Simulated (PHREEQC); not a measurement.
PHREEQC input (ion-association model, phreeqc.dat):

```
PHASES
  Fix_H+
    H+ = H+
    -log_k 0
SOLUTION 1
  temp 45
  units mol/kgw
  pH 7 charge
  Cl 0.003
  Na 0.003
END
SELECTED_OUTPUT 1
  -reset false
  -pH true
  -pe true
  -ionic_strength true
  -water true
  -totals Ca Cl Na S S(-2) S(6)
  -molalities H+ Ca+2 Na+ Cl- SO4-2 OH- O2 HSO4- S-2 HS-
    H2S CaOH+ CaSO4 CaHSO4+ NaOH NaSO4-
  -equilibrium_phases Gypsum
PRINT
  -reset false
USE solution 1
EQUILIBRIUM_PHASES 1
  Fix_H+ -3 HCl 10
    -force_equality true
  Gypsum 0 0.1
  O2(g) -0.68 10
END
# ... the last block is repeated for the other 20 points of pH, with NaOH or the acid as the point needs
```

Selected output (columns that matter, 12 of 21 rows; pH added in front):

```
pH	mu	Ca	Cl	Na	S	m_H+	m_Ca+2	m_Na+	m_Cl-	m_SO4-2	m_OH-	m_HSO4-	m_CaSO4	Gypsum
3	0.048467	0.016371	0.0051233	0.0029982	0.016371	0.0011757	0.011321	0.0029212	0.0051233	0.010351	4.9919e-11	0.00089292	0.0049932	0.08362
3.7	0.046136	0.015815	0.003427	0.0029983	0.015815	0.00023402	0.010809	0.0029188	0.003427	0.010546	2.4916e-10	0.00018348	0.0049953	0.084176
4.4	0.045669	0.015703	0.003084	0.0029983	0.015703	4.667e-05	0.010705	0.0029182	0.003084	0.010588	1.2477e-09	3.6836e-05	0.0049957	0.084288
4.75	0.045605	0.015687	0.0030366	0.0029983	0.015687	2.0845e-05	0.01069	0.0029181	0.0030366	0.010594	2.793e-09	1.6468e-05	0.0049958	0.084304
5.45	0.045563	0.015677	0.0030059	0.0029983	0.015677	4.159e-06	0.010681	0.0029181	0.0030059	0.010598	1.3997e-08	3.2877e-06	0.0049958	0.084314
6.15	0.045555	0.015675	0.0029998	0.0029983	0.015675	8.2983e-07	0.010679	0.0029181	0.0029998	0.010598	7.015e-08	6.5605e-07	0.0049958	0.084316
6.85	0.045553	0.015675	0.0029983	0.0029984	0.015675	1.6557e-07	0.010679	0.0029181	0.0029983	0.010598	3.5158e-07	1.309e-07	0.0049958	0.084316
7.55	0.045555	0.015675	0.0029983	0.003	0.015675	3.3036e-08	0.010679	0.0029198	0.0029983	0.010599	1.7621e-06	2.6119e-08	0.0049958	0.084316
8.25	0.045565	0.015676	0.0029983	0.0030073	0.015676	6.5916e-09	0.01068	0.0029268	0.0029983	0.010599	8.8315e-06	5.2114e-09	0.0049958	0.084316
8.6	0.04558	0.015677	0.0029983	0.0030185	0.015677	2.9444e-09	0.010681	0.0029377	0.0029983	0.0106	1.9772e-05	2.3279e-09	0.0049958	0.084314
9.3	0.04569	0.015686	0.0029983	0.0030994	0.015686	5.8756e-10	0.010688	0.0030165	0.0029983	0.010607	9.9114e-05	4.6454e-10	0.0049957	0.084305
10	0.046238	0.01573	0.0029983	0.0035057	0.01573	1.173e-10	0.010725	0.003412	0.0029983	0.010641	0.00049723	9.2746e-11	0.0049952	0.084261
```

At this temperature some constants are extrapolated from 25 °C, and those without enthalpy data are left unchanged.
